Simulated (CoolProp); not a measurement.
Vapour-liquid equilibrium of n-hexane (1) + m-xylene (2) at 365.3 K; x and y are mole fractions of (1).

Model: multi-fluid Helmholtz-energy mixture model, Thol 2019 and Zhou 2012; pair parameters Bell 2016, in CoolProp.

| x | bubble pressure (kPa) | y at the bubble point | dew pressure at overall composition x (kPa) | liquid density (mol/L) |
|---|---|---|---|---|
| 0.05 | 33.12 | 0.316 | ? | 7.511 |
| 0.15 | 54.05 | 0.622 | 27.42 | ? |
| 0.25 | 76.07 | 0.761 | 30.59 | 7.395 |
| 0.35 | 97.35 | 0.836 | 34.61 | 7.329 |
| 0.45 | 116.8 | 0.881 | 39.86 | 7.258 |
| 0.55 | ? | 0.911 | 47.01 | ? |
| 0.65 | 149.3 | 0.933 | 57.35 | 7.108 |
| 0.75 | 163.4 | 0.952 | 73.61 | 7.030 |
| 0.85 | 177.4 | 0.970 | 102.8 | 6.952 |
| 0.95 | ? | 0.989 | 162.0 | ? |

Q: What belongs in the gaps?

A: 
- 0.05, dew pressure at overall composition x (kPa): 24.84
- 0.15, liquid density (mol/L): 7.456
- 0.55, bubble pressure (kPa): 134.0
- 0.55, liquid density (mol/L): 7.185
- 0.95, bubble pressure (kPa): 192.2
- 0.95, liquid density (mol/L): 6.876

No azeotrope shows between x = 0.05 and 0.95.

Pair parameters are fitted to limited data, so mixtures are less certain than the pure fluids.
